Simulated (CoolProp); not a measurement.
Saturation properties of R1234ze(Z).

Model: reference Helmholtz-energy equation of state, Akasaka 2019, in CoolProp.

| T (°C) | p (MPa) | enthalpy of vaporisation (kJ/kg) | liquid cp (kJ/(kg K)) | vapour Z | surface tension (mN/m) |
|---|---|---|---|---|---|
| 40.35 | 0.2931 | 196.4 | 1.322 | 0.8982 | 10.9 |
| 42.85 | 0.3164 | 194.7 | 1.330 | 0.8929 | 10.6 |
| 45.35 | 0.3411 | 192.9 | 1.338 | 0.8874 | 10.3 |
| 47.85 | 0.3672 | 191.2 | 1.347 | 0.8817 | 10.0 |
| 50.35 | 0.3949 | 189.4 | 1.355 | 0.8758 | 9.70 |
| 52.85 | 0.4241 | 187.5 | 1.364 | 0.8698 | 9.41 |
| 55.35 | 0.4550 | 185.7 | 1.373 | 0.8636 | 9.11 |
| 57.85 | 0.4875 | 183.8 | 1.383 | 0.8572 | 8.82 |
| 60.25 | 0.5204 | 181.9 | 1.392 | 0.8509 | 8.54 |
| 62.75 | 0.5565 | 179.9 | 1.402 | 0.8441 | 8.25 |
| 65.25 | 0.5943 | 177.9 | 1.412 | 0.8371 | 7.97 |
| 67.75 | 0.6341 | 175.8 | 1.423 | 0.8299 | 7.68 |

It boils at 9.7 °C under 1 atm.

Surface tension comes from a separate correlation (Kondou 2015).
